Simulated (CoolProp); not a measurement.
Vapour-liquid equilibrium of propane (1) + toluene (2) at 243 kPa; x and y are mole fractions of (1).

Values from CoolProp's multi-fluid Helmholtz-energy mixture model, Lemmon 2009 and Lemmon 2006; pair parameters Bell 2016.

**Question.** Give the bubble temperature and the first vapour's composition at x = 0.125, 0.2, 0.575. Is there an azeotrope?

**Answer.** x = 0.125: 34.3 °C, y = 0.975; x = 0.2: 15.0 °C, y = 0.991; x = 0.575: -10.4 °C, y = 0.999. No azeotrope shows between x = 0.05 and 0.95.

The pair parameters rest on a limited set of measurements; away from them the model extrapolates. With so large a gap from Raoult's law the liquid may split in two, which this calculation doesn't test in full.
